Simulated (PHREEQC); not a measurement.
Solution (20 °C): 20 mmol/kgw H3PO4 and 7.8 mmol/kgw H2SO4. Closed to the air; pH follows from the charge balance.

Model: ion-association model, wateq4f.dat, run in PHREEQC.

Precipitation was switched off in this run.

Q: Estimate the pH, ionic strength.

A: pH 1.78; ionic strength 0.0226 mol/kgw.

Q: In which forms is P present?

A: H3PO4 66 %, H2PO4- 34 % of the P.

Complexes and solids missing from the database can't appear. H3PO4, which wateq4f.dat lacks, is added to it with the constant of phreeqc.dat.
